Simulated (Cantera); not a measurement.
# Iron carbonyl, mercury and lead vapours: Hg + O2 + N2

Feed: 1 mol Hg, 0.026 mol O2, 0.18 mol N2, held at 177 °C.

Method: chemical equilibrium by Gibbs-energy minimisation in Cantera with the NASA 1993 tables (ideal gas, pure condensed phases). Candidate condensed phases: Hg, HgO; 10 gas species. Rates play no part.

```csv
P (Pa),x N2,x Hg,x O2,n HgO(s),n Hg(l)
10,0.149,0.829,0.0216,0,0
36,0.159,0.840,0.000535,0.0508,0
130,0.160,0.840,1.14e-5,0.0520,0
460,0.160,0.840,2.56e-7,0.0520,0
1700,0.389,0.611,9.60e-9,0.0520,0.665
6000,0.827,0.173,2.72e-9,0.0520,0.910
22000,0.953,0.0472,7.42e-10,0.0520,0.939
77000,0.987,0.0135,2.12e-10,0.0520,0.946
280000,0.996,0.00371,5.83e-11,0.0520,0.947
1000000,0.999,0.00104,1.63e-11,0.0520,0.948
```
x: gas mole fraction; n: condensed amount in mol.

At 10.0 Pa nothing is condensed. From 36.0 Pa to 460 Pa the condensed part is HgO(s). From 1700 Pa to 1000000 Pa the condensed part is Hg(l) + HgO(s). The main Hg-bearing gas is Hg throughout. The share of Hg in condensed phases is highest at 1000000 Pa (100.0 %) and lowest at 10.0 Pa (0.0 %).
